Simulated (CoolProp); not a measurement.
Vapour pressure (bar) of isobutane: the reference equation beside estimates from Tc = 134.7 °C, pc = 36.29 bar, ω = 0.184.

The numbers come from the reference Helmholtz-energy equation of state, Bücker 2006 in CoolProp.

```json
[
 {"T (°C)": "-4.95", "reference": "1.312", "Soave-Redlich-Kwong": "1.306", "Peng-Robinson": "1.313"},
 {"T (°C)": "-1.25", "reference": "1.501", "Soave-Redlich-Kwong": "1.495", "Peng-Robinson": "1.500"},
 {"T (°C)": "2.35", "reference": "1.705", "Soave-Redlich-Kwong": "1.700", "Peng-Robinson": "1.702"},
 {"T (°C)": "6.05", "reference": "1.935", "Soave-Redlich-Kwong": "1.931", "Peng-Robinson": "1.931"},
 {"T (°C)": "9.75", "reference": "2.188", "Soave-Redlich-Kwong": "2.186", "Peng-Robinson": "2.182"},
 {"T (°C)": "13.45", "reference": "2.466", "Soave-Redlich-Kwong": "2.466", "Peng-Robinson": "2.458"},
 {"T (°C)": "17.05", "reference": "2.761", "Soave-Redlich-Kwong": "2.763", "Peng-Robinson": "2.751"},
 {"T (°C)": "20.75", "reference": "3.091", "Soave-Redlich-Kwong": "3.097", "Peng-Robinson": "3.080"},
 {"T (°C)": "24.45", "reference": "3.451", "Soave-Redlich-Kwong": "3.460", "Peng-Robinson": "3.437"},
 {"T (°C)": "28.15", "reference": "3.840", "Soave-Redlich-Kwong": "3.854", "Peng-Robinson": "3.825"},
 {"T (°C)": "31.75", "reference": "4.250", "Soave-Redlich-Kwong": "4.269", "Peng-Robinson": "4.233"},
 {"T (°C)": "35.45", "reference": "4.705", "Soave-Redlich-Kwong": "4.730", "Peng-Robinson": "4.686"},
 {"T (°C)": "39.15", "reference": "5.194", "Soave-Redlich-Kwong": "5.226", "Peng-Robinson": "5.175"},
 {"T (°C)": "42.85", "reference": "5.721", "Soave-Redlich-Kwong": "5.761", "Peng-Robinson": "5.701"},
 {"T (°C)": "46.45", "reference": "6.270", "Soave-Redlich-Kwong": "6.318", "Peng-Robinson": "6.250"}
]
```

Absolute difference from the reference over all 15 rows, mean and median: Soave-Redlich-Kwong 0.4 and 0.4 %, Peng-Robinson 0.3 and 0.3 %.
